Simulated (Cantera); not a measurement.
Input: 1 mol SiC, 1 mol N₂O, 1.9 mol N₂, at 1927 °C and 0.00683 Torr.

Equilibrium computed with Cantera from the NASA thermochemical tables; the gas is ideal and each condensed phase is pure. Candidate condensed phases: C, Si, SiC, SiO₂, Si₂N₂O, Si₃N₄; 34 gas species. The tables' values for SiN are old estimates; treat these amounts as uncertain. Equilibrium is a limit: real reactors are often held back by kinetics, nucleation or transport.

Base state: N₂ 0.592, CO 0.203, Si 0.203, SiO 0.00100, SiC₂ 0.000348, CN 0.000206, SiN 7.94e-5, Si₂C 7.41e-5 (mole fractions); condensed: gas only.

Q: What changes in the equilibrium state with this change: N₂O from 1 to 1.4 mol?

A: 
```csv
species,before,after
N₂,0.592,0.623
CO,0.203,0.189
Si,0.203,0.113
SiO,0.00100,0.0755
SiC₂,0.000348,9.24e-9
Si₂C,7.41e-5,1.59e-7
C,2.24e-5,1.55e-7
CN,0.000206,1.46e-6
```

Q: What changes in the equilibrium state with this change: pressure from 0.00683 Torr to 255 Torr?

A: 
```csv
species,before,after
N₂,0.592,0.743
CO,0.203,0.129
SiO,0.00100,0.127
Si,0.203,0.000973
C,2.24e-5,<1e-9
SiC₂,0.000348,1.34e-6
"SiC(s), mol",0,0.497
```

Q: What changes in the equilibrium state with this change: N₂ from 1.9 to 75 mol?

A: 
```tsv
species	before	after
N₂	0.592	0.974
CO	0.203	0.0128
Si	0.203	0.0128
Si₂C	7.41e-5	3.44e-8
SiC₂	0.000348	2.99e-7
```
